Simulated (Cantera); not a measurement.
A perfectly stirred reactor is fed with NH₃ : N₂ = 1 : 1.7 (molar parts), at 11000 Pa; it is held at 2248 K, and followed from long to short residence time.

Computed with Cantera and the gas-phase N/H chemistry of the illustrative SiF4/NH3 mechanism in the Surface Chemkin manual (1991). Walls and surfaces, which speed up NH3 decomposition in real reactors, are not modelled.

Q: Predict: x(NH₃) at τ = 0.790 s; x(H) at τ = 0.790 s; x(N) at τ = 0.790 s; x(N₂H₂) at τ = 0.790 s; x(NH) at τ = 0.790 s; x(NH₃) at τ = 49.0 ms; x(H) at τ = 49.0 ms; x(N) at τ = 49.0 ms; x(N₂H₂) at τ = 49.0 ms; x(NH) at τ = 49.0 ms.

A: x(NH₃) at τ = 0.790 s: 0.0101
x(H) at τ = 0.790 s: 0.00213
x(N) at τ = 0.790 s: 5.94e-6
x(N₂H₂) at τ = 0.790 s: 1.33e-7
x(NH) at τ = 0.790 s: 2.12e-5
x(NH₃) at τ = 49.0 ms: 0.127
x(H) at τ = 49.0 ms: 0.000642
x(N) at τ = 49.0 ms: 5.14e-6
x(N₂H₂) at τ = 49.0 ms: 2.01e-6
x(NH) at τ = 49.0 ms: 4.61e-5
